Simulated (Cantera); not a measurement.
Charge: 1 mol SiCl4, 1.5 mol HCl, a varied amount of H2, held at 7.70 mbar.

These are equilibrium values from Cantera (NASA tables, ideal gas, pure condensed phases), not measurements of a reactor. Candidate condensed phases: Si; 19 gas species. The tables' values for SiCl3 are old estimates. Kinetics and transport are ignored.

Stable condensed phases, one row left out:

```
T in °C \ n(H2) in mol
          16  24  35  51  76 110 160 240 360 530 780
   1375    A   A   A   B   B   B   B   B   B   B   B
   1325    A   A   A   B   B   B   B   B   B   B   B
   1275    A   A   A   B   B   B   B   B   B   B   B
   1225    A   A   A   B   B   B   B   B   B   B   B
   1175    A   A   A   B   B   B   B   B   B   B   B
   1125    A   A   A   B   B   B   B   B   B   B   B
   1075    A   A   A   B   B   B   B   B   B   B   B
   1025    A   A   A   B   B   B   B   B   B   B   B
    975    A   A   B   B   B   B   B   B   B   B   B
    875    A   A   A   B   B   B   B   B   B   B   B
    825    A   A   A   B   B   B   B   B   B   B   B
    775    A   A   A   A   B   B   B   B   B   B   B
    725    A   A   A   A   A   B   B   B   B   B   B
```

A: gas only; B: Si.

Task: Give the row for 925 °C.

Result: 16: gas only; 24: gas only; 35: Si; 51: Si; 76: Si; 110: Si; 160: Si; 240: Si; 360: Si; 530: Si; 780: Si.
